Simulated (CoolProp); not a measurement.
Saturation properties of C3F8 (R218).

Values from CoolProp's reference Helmholtz-energy equation of state, Lemmon 2006. It is a short technical equation, of lower accuracy than the large ones.

```tsv
T (°C)	p (MPa)	liquid density (kg/m³)	liquid cp (kJ/(kg K))
-61.55	0.02824	___	0.9233
-46.55	0.06370	1649	0.9538
-31.55	0.1277	1591	0.9871
-16.55	0.2329	___	1.024
-1.45	___	1461	1.068
13.55	0.6292	___	1.122
28.55	0.9534	1302	___
43.55	1.389	1199	1.322
58.65	1.971	1054	1.681
```

Q: Fill in the missing entries.

A: 
- -61.55, liquid density (kg/m³): 1705
- -16.55, liquid density (kg/m³): 1529
- -1.45, p (MPa): 0.3953
- 13.55, liquid density (kg/m³): 1387
- 28.55, liquid cp (kJ/(kg K)): 1.196

It boils at -36.8 °C under 1 atm.
